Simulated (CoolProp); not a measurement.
A Linde-Hampson liquefier for methane: isothermal reversible compression at 230 K from 1 atm to 25 MPa, throttling to 1 atm, return gas leaving the recuperator 0 K below the feed. Each further row changes one setting.

Computed with CoolProp (reference Helmholtz-energy equation of state, Setzmann 1991).

```csv
case,liquid yield per pass,compression work (kJ/kg of gas)
as stated,0.407,559
high pressure 50 MPa,?,?
warm-end temperature 260 K,0.316,?
warm-end gap 5 K,?,559
```

### Question
Some entries are withheld; supply them.

### Answer

- high pressure 50 MPa, liquid yield per pass: 0.397
- high pressure 50 MPa, compression work (kJ/kg of gas): 639
- warm-end temperature 260 K, compression work (kJ/kg of gas): 670
- warm-end gap 5 K, liquid yield per pass: 0.399
